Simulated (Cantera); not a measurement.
Charge: 1 mol SiH2Cl2, 0.33 mol Cl2, 25 mol H2, at 1698.15 K and 1330 Pa.

Method: chemical equilibrium by Gibbs-energy minimisation in Cantera with the NASA 1993 tables (ideal gas, pure condensed phases). Candidate condensed phases: Si; 19 gas species. The tables' values for SiCl3, SiCl are old estimates; treat these amounts as uncertain. Gases not in the tables: Si2H6 and higher silanes. Kinetics and transport are ignored.

Base state: H2 0.918, HCl 0.0644, SiCl2 0.0162, H 0.00120, SiCl3 0.000102, Cl 6.55e-5, SiCl 6.29e-5, Si 4.94e-5 (mole fractions); condensed: Si(l).

Problem. What changes in the equilibrium state with this change: temperature from 1698.15 K to 1648 K?

Solution. 
```json
[
 {"species": "H2", "before": "0.918", "after": "0.918"},
 {"species": "HCl", "before": "0.0644", "after": "0.0646"},
 {"species": "SiCl2", "before": "0.0162", "after": "0.0161"},
 {"species": "H", "before": "0.00120", "after": "0.000739"},
 {"species": "Si", "before": "4.94e-5", "after": "1.93e-5"},
 {"species": "SiCl", "before": "6.29e-5", "after": "3.48e-5"},
 {"species": "SiH2", "before": "1.28e-5", "after": "7.78e-6"},
 {"species": "Cl", "before": "6.55e-5", "after": "4.07e-5"},
 {"species": "Si(l), mol", "before": "0.550", "after": "0"},
 {"species": "Si(s), mol", "before": "0", "after": "0.554"}
]
```

Problem. What changes in the equilibrium state with this change: Cl2 from 0.33 to 0.072 mol?

Solution. 
```csv
species,before,after
H2,0.918,0.931
HCl,0.0644,0.0553
SiCl2,0.0162,0.0118
SiCl3,0.000102,6.33e-5
Cl,6.55e-5,5.59e-5
"Si(l), mol",0.550,0.676
```
